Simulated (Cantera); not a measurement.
Charge: 1 mol CH3OH, 2.1 mol H2O, 0.33 mol N2, 0.88 mol CO2, at 0.00310 bar.

Equilibrium computed with Cantera from the NASA thermochemical tables; the gas is ideal and each condensed phase is pure. Candidate condensed phases: C, C6H6, C7H8, C8H18, H2O; 169 gas species. Ions and electrons are included (thermal ionisation). The numbers say what is thermodynamically allowed, not how fast it happens.

### Question
At 2000 K, list the 4 most abundant gas species with their mole fractions, and the condensed phases.

### Answer
H2O 0.390, H2 0.246, CO 0.220, CO2 0.0759. Condensed: gas only.
